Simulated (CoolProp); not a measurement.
Vapour-liquid equilibrium of R22 (1) + R114 (2) at 708 kPa; x and y are mole fractions of (1).

Values from CoolProp's multi-fluid Helmholtz-energy mixture model, Kamei 1995 and Platzer 1990; pair parameters Bell 2016. This equation is an older, rougher fit; its heat capacities, sound speeds and derivatives of the liquid may be far off and weren't checked against measurements.

| x | bubble temperature (°C) | y at the bubble point | dew temperature at overall composition x (°C) | liquid density (mol/L) |
|---|---|---|---|---|
| 0.05 | 60.0 | 0.193 | 66.1 | 7.960 |
| 0.2 | 43.3 | 0.525 | 59.7 | 8.779 |
| 0.35 | 33.4 | 0.685 | 52.6 | 9.568 |
| 0.5 | 26.6 | 0.785 | 44.7 | 10.42 |
| 0.65 | 21.3 | 0.860 | 35.7 | 11.38 |
| 0.8 | 16.7 | 0.924 | 25.5 | 12.51 |
| 0.95 | 12.6 | 0.982 | 14.8 | 13.86 |

No azeotrope shows between x = 0.05 and 0.95.

The pair parameters rest on a limited set of measurements; away from them the model extrapolates.
